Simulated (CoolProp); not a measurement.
Nitrous oxide along the isotherm 500 K: Z from the reference equation and from simpler models built on Tc = 309.5 K, pc = 7.245 MPa, ω = 0.161; each cubic takes its own stable root.

Computed with CoolProp (reference Helmholtz-energy equation of state, Lemmon 2006). It is a short technical equation, of lower accuracy than the large ones.

| p (MPa) | phase | reference |
|---|---|---|
| 3.12 | gas | 0.9741 |
| 6.25 | gas | 0.9497 |
| 9.38 | supercritical | 0.9274 |
| 12.5 | supercritical | 0.9077 |
| 15.6 | supercritical | 0.8912 |
| 18.8 | supercritical | 0.8781 |
| 21.9 | supercritical | 0.8699 |
| 25 | supercritical | 0.8661 |
| 28.1 | supercritical | 0.8669 |
| 31.2 | supercritical | 0.8718 |
| 34.4 | supercritical | 0.8809 |
| 37.5 | supercritical | 0.8930 |
| 40.6 | supercritical | 0.9079 |
| 43.8 | supercritical | 0.9255 |
| 46.9 | supercritical | 0.9445 |
| 50 | supercritical | 0.9650 |

How far does each simpler model (van der Waals, Redlich-Kwong, Soave-Redlich-Kwong, Peng-Robinson) lie from the reference over these 16 states: mean and median of the absolute difference, and the worst?


- van der Waals: mean 4.2 %, median 4.2 %, worst -7.8 % at 500 K and 21.9 MPa
- Redlich-Kwong: mean 1.4 %, median 1.4 %, worst -2.3 % at 500 K and 18.8 MPa
- Soave-Redlich-Kwong: mean 5.6 %, median 6.8 %, worst +8.0 % at 500 K and 37.5 MPa
- Peng-Robinson: mean 1.0 %, median 0.9 %, worst +1.8 % at 500 K and 34.4 MPa
